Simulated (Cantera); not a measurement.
Charge: 1 mol B2O3, 0.71 mol O2, held at 925 K and 32.0 Pa.

Cantera equilibrium calculation (NASA polynomials, part measured and part estimated; ideal gas, pure solids and liquids). Candidate condensed phases: B, B2O3; 10 gas species. The numbers say what is thermodynamically allowed, not how fast it happens.

Task: What is the equilibrium state?

Result: 
| Quantity | Result |
|---|---|
| x(O2) | 1.00 |
| n(B2O3(l)) | 1.00 mol |
| gas amount | 0.7100 mol |
| log10 activity of B(s) (absent) | -26.60 |
